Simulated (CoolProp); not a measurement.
Properties of dimethyl carbonate along the isotherm 299.85 °C (Tc = 283.9 °C, pc = 4.909 MPa, ω = 0.346).

The numbers come from the reference Helmholtz-energy equation of state, Zhou 2011 in CoolProp.

```
p (MPa)  phase  density (kg/m³)  Joule-Thomson coefficient (K/MPa)
-------  -----  ---------------  ---------------------------------
0.153      gas            2.922                              6.158
0.307      gas            5.922                              6.245
0.46       gas            8.966                              6.336
0.614      gas            12.10                              6.431
0.767      gas            15.27                              6.529
0.92       gas            18.53                              6.633
1.07       gas            21.79                              6.739
1.23       gas              [?]                              6.859
1.38       gas              [?]                              6.976
1.53       gas              [?]                              7.100
1.69       gas            36.16                              7.239
1.84       gas              [?]                                [?]
1.99       gas            43.71                              7.521
2.15       gas            47.92                                [?]
2.3        gas            52.00                                [?]
2.45       gas            56.21                              8.017
```

Some entries are withheld; supply them.


- 1.23, density (kg/m³): 25.35
- 1.38, density (kg/m³): 28.78
- 1.53, density (kg/m³): 32.30
- 1.84, density (kg/m³): 39.88
- 1.84, Joule-Thomson coefficient (K/MPa): 7.376
- 2.15, Joule-Thomson coefficient (K/MPa): 7.684
- 2.3, Joule-Thomson coefficient (K/MPa): 7.846
